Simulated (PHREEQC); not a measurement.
## Phosphoric acid bath: speciation

Make-up at 25 °C: 2.3 mmol/kgw KH2PO4 and 5.5 mmol/kgw HCl. Closed to the air; pH follows from the charge balance.

Equilibrium calculation in PHREEQC: ion-association model, phreeqc.dat.

```yaml
pH: 2.37
ionic_strength: 0.00696 mol/kgw
specific_conductance: 2130 µS/cm
total_alkalinity: -5.50 meq/kg
```

```
species  molality  activity   log γ
-------  --------  --------  ------
Cl-       0.00550   0.00503  -0.039
H+        0.00466   0.00430  -0.034
K+        0.00230   0.00210  -0.039
H2PO4-    0.00145   0.00134  -0.037
H3PO4    0.000845  0.000846   0.001
HPO4-2    2.72e-8   1.93e-8  -0.150
```

Precipitation was switched off in this run.
